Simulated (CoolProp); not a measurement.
R236EA at 293.15 K and 0.113 MPa is throttled through a valve to 0.0379 MPa with no heat exchange. Each further row changes one setting.

Model: reference Helmholtz-energy equation of state, Rui 2013, in CoolProp.

```csv
case,temperature change (K),final density (kg/m³)
as stated,(withheld),(withheld)
outlet pressure 0.0114 MPa,(withheld),(withheld)
outlet pressure 0.0493 MPa,(withheld),(withheld)
```

**Question.** Complete the blanks.

**Answer.** 
- as stated, temperature change (K): -1.9
- as stated, final density (kg/m³): 2.41
- outlet pressure 0.0114 MPa, temperature change (K): -2.6
- outlet pressure 0.0114 MPa, final density (kg/m³): 0.720
- outlet pressure 0.0493 MPa, temperature change (K): -1.6
- outlet pressure 0.0493 MPa, final density (kg/m³): 3.15
